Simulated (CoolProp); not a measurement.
Vapour-liquid equilibrium of carbon dioxide (1) + R134a (2) at 0.999 MPa; x and y are mole fractions of (1).

The numbers come from the multi-fluid Helmholtz-energy mixture model, Span 1996 and Tillner-Roth 1994; pair parameters Bell 2016 in CoolProp.

Give the bubble temperature and the first vapour's composition at x = 0.45, 0.65, 0.95. Is there an azeotrope?

x = 0.45: 256.3 K, y = 0.898; x = 0.65: 245.1 K, y = 0.957; x = 0.95: 234.5 K, y = 0.996. No azeotrope shows between x = 0.05 and 0.95.

The pair parameters rest on a limited set of measurements; away from them the model extrapolates.
